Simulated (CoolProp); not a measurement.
The fluid at 298.15 K and 0.033 MPa is compressed adiabatically to 0.23 MPa with isentropic efficiency 1. The same conditions are run with several fluids, on thermodynamics alone (safety and materials aside).

The numbers come from the reference Helmholtz-energy equation of state of each fluid (R142b: Lemmon 2006; dimethyl ether: Wu 2011; R507A: Lemmon 2003; R1224YDZ: Akasaka 2023; n-butane: Bücker 2006) in CoolProp. Blends and air are pseudo-pure fits.

Problem. Rank R142b, dimethyl ether, R507A, R1224YDZ, n-butane by work (kJ/kg), highest first.

Solution. dimethyl ether (116), n-butane (87.9), R507A (52.9), R142b (51.8), R1224YDZ (33.9)

| fluid | final temperature (K) | final density (kg/m³) |
|---|---|---|
| R142b | 359.6 | 7.98 |
| dimethyl ether | 375.6 | 3.46 |
| R507A | 358.0 | 7.79 |
| R1224YDZ | 344.4 | 12.6 |
| n-butane | 349.7 | 4.79 |
